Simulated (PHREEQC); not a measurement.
Consider water at 25 °C with 0.15 mol/kgw AgNO3 and 0.0073 mol/kgw Zn(NO3)2. Closed to the air; pH follows from the charge balance.

The numbers come from PHREEQC with the ion-association model, wateq4f.dat.

This is a speciation only: nothing precipitates in the calculation.

Q: Estimate the pH.

A: pH 5.76.

Q: In which forms is Ag present?

A: Ag+ 96 %, AgNO3 4.0 % of the Ag.
